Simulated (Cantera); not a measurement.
Charge: 1 mol Al(CH₃)₃, 0.82 mol NH₃, 17 mol N₂, equilibrated at 650 K and 1.00 bar.

Cantera equilibrium calculation (NASA polynomials, part measured and part estimated; ideal gas, pure solids and liquids). Candidate condensed phases: Al, AlN, C, C₆H₆, C₇H₈, C₈H₁₈; 97 gas species. The feed counts by its element totals alone. Kinetics and transport are ignored.

Base state: N₂ 0.828, CH₄ 0.108, H₂ 0.0644, NH₃ 0.000278 (mole fractions); condensed: AlN(s) + C(graphite).

### Question
What changes in the equilibrium state with this change: pressure from 1.00 bar to 19.0 Pa?

### Answer
| species | before | after |
|---|---|---|
| N₂ | 0.828 | 0.747 |
| H₂ | 0.0644 | 0.253 |
| CH₄ | 0.108 | 0.000315 |
| NH₃ | 0.000278 | 3.90e-7 |
| AlN(s), mol | 1.00 | 1.00 |
| C(graphite), mol | 0.797 | 2.99 |

### Question
What changes in the equilibrium state with this change: temperature from 650 K to 1398 K?

### Answer
```json
[
 {"species": "N₂", "before": "0.828", "after": "0.747"},
 {"species": "H₂", "before": "0.0644", "after": "0.252"},
 {"species": "CH₄", "before": "0.108", "after": "0.000278"},
 {"species": "HCN", "before": "<1e-9", "after": "0.000212"},
 {"species": "NH₃", "before": "0.000278", "after": "9.44e-6"},
 {"species": "AlN(s), mol", "before": "1.00", "after": "1.00"},
 {"species": "C(graphite), mol", "before": "0.797", "after": "2.99"}
]
```

### Question
What changes in the equilibrium state with this change: temperature from 650 K to 1573.15 K?

### Answer
| species | before | after |
|---|---|---|
| N₂ | 0.828 | 0.747 |
| H₂ | 0.0644 | 0.252 |
| HCN | <1e-9 | 0.000750 |
| CH₄ | 0.108 | 0.000117 |
| H | <1e-9 | 2.05e-5 |
| HNC | <1e-9 | 1.59e-5 |
| NH₃ | 0.000278 | 5.50e-6 |
| AlN(s), mol | 1.00 | 1.00 |
| C(graphite), mol | 0.797 | 2.98 |
